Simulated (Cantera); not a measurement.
Input: 1 mol B2H6, 0.35 mol H2O, 0.14 mol N2, at 775 K and 22.5 Torr.

Equilibrium computed with Cantera from the NASA thermochemical tables; the gas is ideal and each condensed phase is pure. Candidate condensed phases: B, BN, B2O3, B3O3H3, H2O; 39 gas species. The feed counts by its element totals alone. N2 is the only nitrogen source here; it is nearly inert below about 1500 K, so the nitride shown seldom forms there in practice. Rates play no part.

Base state: H2 0.999, B3O3H3 0.000674 (mole fractions); condensed: B(s) + BN(s) + B2O3(l).

Task: What changes in the equilibrium state with this change: B2H6 replaced by BF3?

Result: 
```tsv
species	before	after
BF3	0	0.591
H2O	<1e-9	0.162
HF	0	0.133
H2	0.999	<1e-9
N2	<1e-9	0.0919
B3O3F3	0	0.0214
B3O3H3	0.000674	<1e-9
(HBO2)3	<1e-9	0.000542
B(s), mol	1.48	0
BN(s), mol	0.280	0
B2O3(l), mol	0.114	0
```
